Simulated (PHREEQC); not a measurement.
A solution holds 0.0052 mol NH4Cl and 0.00117 mol K2HPO4 per kg of water, at 20 °C. Closed to the air; pH follows from the charge balance.

Model: ion-association model, wateq4f.dat, run in PHREEQC.

**Question.** The ionic strength comes out as 0.00840 mol/kgw. What activity coefficients do Cl-, K+, NH4+, H2PO4-, HPO4-2 get?

**Answer.** Cl- 0.91, K+ 0.91, NH4+ 0.91, H2PO4- 0.91, HPO4-2 0.69.

This is a speciation only: nothing precipitates in the calculation. H3PO4, which wateq4f.dat lacks, is added to it with the constant of phreeqc.dat.
